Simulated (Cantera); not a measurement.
Charge: 1 mol CH3F, 0.59 mol F2, at 1798 K and 0.260 bar.

Equilibrium computed with Cantera from the NASA thermochemical tables; the gas is ideal and each condensed phase is pure. Candidate condensed phases: C, C6H6, C7H8, C8H18; 95 gas species. Equilibrium is a limit: real reactors are often held back by kinetics, nucleation or transport.

Problem. What is the equilibrium state?

Solution. 
```
Property                Result
-------------------  ---------
x(HF)                    0.842
x(H2)                    0.158
x(H)                  0.000275
x(C2H2 (acetylene))    2.73e-5
x(CH4)                 5.03e-6
x(H2F2)                1.69e-6
n(C(graphite))       1.000 mol
gas amount           2.590 mol
```
